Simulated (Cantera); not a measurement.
A perfectly stirred reactor is fed with 13.0 % H₂, 8.70 % O₂, 78.3 % N₂, at 36000 Pa; it is held at 1350 K, and followed from long to short residence time.

Cantera simulation using the H2/O2 subset of GRI-Mech 3.0, which has no nitrogen chemistry; the numbers are that mechanism's predictions, not measurements. The temperature is held fixed by assumption; the heat of reaction is taken as removed at once.

Task: Predict: x(H₂) at τ = 17.0 s; x(O₂) at τ = 17.0 s; x(H₂O₂) at τ = 17.0 s; x(O) at τ = 17.0 s; x(HO₂) at τ = 17.0 s; x(H₂) at τ = 0.140 s; x(O₂) at τ = 0.140 s; x(H₂O₂) at τ = 0.140 s; x(O) at τ = 0.140 s; x(HO₂) at τ = 0.140 s.

Result: 
```json
{
  "x(H₂) at τ = 17.0 s": "3.20e-5",
  "x(O₂) at τ = 17.0 s": "0.0232",
  "x(H₂O₂) at τ = 17.0 s": "4.59e-8",
  "x(O) at τ = 17.0 s": "8.11e-6",
  "x(HO₂) at τ = 17.0 s": "3.33e-7",
  "x(H₂) at τ = 0.140 s": "0.000768",
  "x(O₂) at τ = 0.140 s": "0.0234",
  "x(H₂O₂) at τ = 0.140 s": "4.05e-7",
  "x(O) at τ = 0.140 s": "0.000207",
  "x(HO₂) at τ = 0.140 s": "3.57e-6"
}
```
